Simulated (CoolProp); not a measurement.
Computed with CoolProp (reference Helmholtz-energy equation of state, Gao 2022).

Question: For n-perfluorohexane, give the phase and the Z, cp (kJ/(kg K)), cv (kJ/(kg K)), isothermal compressibility (1/MPa) at 450 K and 0.95 MPa.

Answer: 
- 450 K and 0.95 MPa: gas; Z 0.777, cp 1.08, cv 1.00, isothermal compressibility 1.42
